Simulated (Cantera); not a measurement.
Mixture: CH4 : H2 : O2 : N2 = 1 : 0.6 : 5.11 : 15.3 (molar parts), equivalence ratio 0.45, at 5.00 bar, adiabatic and at constant volume. Ignition delay is the time to a rise of 400 K.

Computed with Cantera and GRI-Mech 3.0 (53 species, 325 reactions).

Task: What does this change do: constant pressure in place of constant volume?

Result: 
| quantity | before | after |
|---|---|---|
| delay at 1175 K | 0.457 ms | 0.502 ms |
| delay at 1250 K | 0.209 ms | 0.229 ms |
| delay at 1325 K | 0.113 ms | 0.123 ms |
| delay at 1400 K | 65.9 µs | 71.7 µs |
| delay at 1475 K | 40.9 µs | 44.3 µs |
| delay at 1550 K | 26.6 µs | 28.7 µs |
| delay at 1625 K | 18.0 µs | 19.3 µs |
| apparent activation energy between 1475 and 1625 K | 110 kJ/mol | 110 kJ/mol |

Task: What does this change do: 0.42 parts H2O added?

Result: 
| quantity | before | after |
|---|---|---|
| delay at 1175 K | 0.457 ms | 0.524 ms |
| delay at 1250 K | 0.209 ms | 0.228 ms |
| delay at 1325 K | 0.113 ms | 0.120 ms |
| delay at 1400 K | 65.9 µs | 69.6 µs |
| delay at 1475 K | 40.9 µs | 42.8 µs |
| delay at 1550 K | 26.6 µs | 27.6 µs |
| delay at 1625 K | 18.0 µs | 18.5 µs |
| apparent activation energy between 1475 and 1625 K | 110 kJ/mol | 110 kJ/mol |

Task: What does this change do: pressure from 5.00 bar to 14.0 bar?

Result: 
```
quantity                                                before       after
--------------------------------------------------  ----------  ----------
delay at 1175 K                                       0.457 ms    0.407 ms
delay at 1250 K                                       0.209 ms    0.138 ms
delay at 1325 K                                       0.113 ms     62.3 µs
delay at 1400 K                                        65.9 µs     33.4 µs
delay at 1475 K                                        40.9 µs     19.8 µs
delay at 1550 K                                        26.6 µs     12.4 µs
delay at 1625 K                                        18.0 µs     8.16 µs
apparent activation energy between 1475 and 1625 K  110 kJ/mol  120 kJ/mol
```
The pressure lies above the range GRI-Mech 3.0 was tuned for (to about 10 atm).
